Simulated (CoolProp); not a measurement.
C2F6 (R116) along the isotherm 150.95 °C: fugacity coefficient from the reference equation and from simpler models built on Tc = 19.9 °C, pc = 30.48 bar, ω = 0.257; each cubic takes its own stable root.

Values from CoolProp's reference Helmholtz-energy equation of state, Lemmon 2006. It is a short technical equation, of lower accuracy than the large ones.

```csv
p (bar),phase,reference
5.71,gas,0.9845
11.4,gas,0.9695
17.1,gas,0.9548
22.9,gas,0.9404
28.6,gas,0.9265
34.3,supercritical,0.9131
40,supercritical,0.9001
45.7,supercritical,0.8876
```

### Question
How far does each simpler model (van der Waals, Peng-Robinson) lie from the reference over these 8 states: mean and median of the absolute difference, and the worst?

### Answer
- van der Waals: mean 3.0 %, median 3.0 %, worst -5.7 % at 150.95 °C and 45.7 bar
- Peng-Robinson: mean 1.4 %, median 1.4 %, worst -2.2 % at 150.95 °C and 45.7 bar
